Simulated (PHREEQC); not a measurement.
Make-up at 25 °C: 0.053 mol HCl and 0.095 mol FeSO4 per kg of water. Closed to the air; pH follows from the charge balance.

Computed with PHREEQC (ion-association model, wateq4f.dat).

Each row changes one thing in this solution. Precipitation was switched off in this run.

| case | pH | ionic strength (mol/kgw) | SO4-2 (mol/kgw) | FeSO4 (mol/kgw) | HSO4- (mol/kgw) | FeHSO4+ (mol/kgw) | SI of Melanterite (FeSO4:7H2O) |
|---|---|---|---|---|---|---|---|
| as made | 1.73 | 0.242 | 0.0357 | 0.0297 | 0.0244 | 0.00517 | -1.56 |
| HCl replaced by LiCl at the same molality | 5.84 | 0.270 | 0.0533 | 0.0386 | 2.74e-6 | 5.24e-7 | -1.44 |
| HCl left out | 5.85 | 0.208 | 0.0521 | 0.0429 | 2.83e-6 | 5.58e-7 | -1.40 |
| HCl from 0.053 to 0.0583 mol/kgw | 1.68 | 0.246 | 0.0344 | 0.0286 | 0.0264 | 0.00560 | -1.57 |
| HCl from 0.053 to 0.0053 mol/kgw | 2.83 | 0.211 | 0.0501 | 0.0414 | 0.00286 | 0.000571 | -1.41 |
| 0.035 mol/kgw CsOH added | 2.27 | 0.261 | 0.0479 | 0.0360 | 0.00933 | 0.00183 | -1.47 |
| HCl from 0.053 to 0.0265 mol/kgw | 2.08 | 0.224 | 0.0430 | 0.0359 | 0.0134 | 0.00276 | -1.47 |
| 0.0093 mol/kgw CO2 added | 1.73 | 0.242 | 0.0357 | 0.0297 | 0.0244 | 0.00517 | -1.56 |

Complexes and solids missing from the database can't appear.
